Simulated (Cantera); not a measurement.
Diamond growth

A diamond (100) surface in a fixed gas of H2 with x(CH4) = 0.0031, x(CH3) = 0.0011, at 1075 K, 11000 Pa; coverages are run to steady state.

Cantera simulation using the Harris–Goodwin 1993 mechanism for the reconstructed diamond (100) surface; the numbers are that mechanism's predictions, not measurements.

| x(H) | growth (µm/h) | θ c6HH | θ c6H* | θ c6*H | θ c6** | θ c6HM |
|---|---|---|---|---|---|---|
| 0.0001 | 5.38 | 0.370 | 0.0128 | 0.215 | 0.00158 | 0.268 |
| 0.00024 | 12.6 | 0.352 | 0.0142 | 0.239 | 0.00330 | 0.263 |
| 0.00056 | 25.3 | 0.368 | 0.0161 | 0.271 | 0.00586 | 0.228 |
| 0.0013 | 43.1 | 0.409 | 0.0187 | 0.314 | 0.00898 | 0.168 |
| 0.0032 | 62.1 | 0.459 | 0.0216 | 0.362 | 0.0121 | 0.0984 |
| 0.0075 | 74.9 | 0.494 | 0.0236 | 0.393 | 0.0141 | 0.0507 |
| 0.018 | 82.3 | 0.514 | 0.0249 | 0.412 | 0.0153 | 0.0232 |
| 0.043 | 86.1 | 0.523 | 0.0260 | 0.420 | 0.0159 | 0.0102 |
| 0.1 | 88.3 | 0.527 | 0.0276 | 0.422 | 0.0164 | 0.00448 |
θ: site fractions in the mechanism's names (c6HH fully hydrogenated, c6H* and c6*H radical sites, c6** diradical, c6HM methylated).
